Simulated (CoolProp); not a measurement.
Saturation properties of carbonyl sulfide.

Model: reference Helmholtz-energy equation of state, Lemmon 2006, in CoolProp. It is a short technical equation, of lower accuracy than the large ones.

```tsv
T (°C)	p (bar)	enthalpy of vaporisation (kJ/kg)	vapour Z	surface tension (mN/m)
1.15	6.728	269.2	0.8942	11.8
10.05	8.670	260.8	…	10.4
19.05	11.02	251.6	0.8512	9.08
28.05	13.81	241.6	0.8260	7.78
37.05	17.08	230.7	0.7980	6.54
46.05	20.87	218.7	0.7669	5.37
55.05	…	205.3	0.7322	4.26
64.05	30.23	190.2	0.6933	3.24
72.95	35.84	173.0	0.6494	…
```

**Question.** Complete the blanks.

**Answer.** 
- 10.05, vapour Z: 0.8740
- 55.05, p (bar): 25.23
- 72.95, surface tension (mN/m): 2.31

It boils at -50.2 °C under 1 atm.

Surface tension comes from a separate correlation (Mulero 2012).
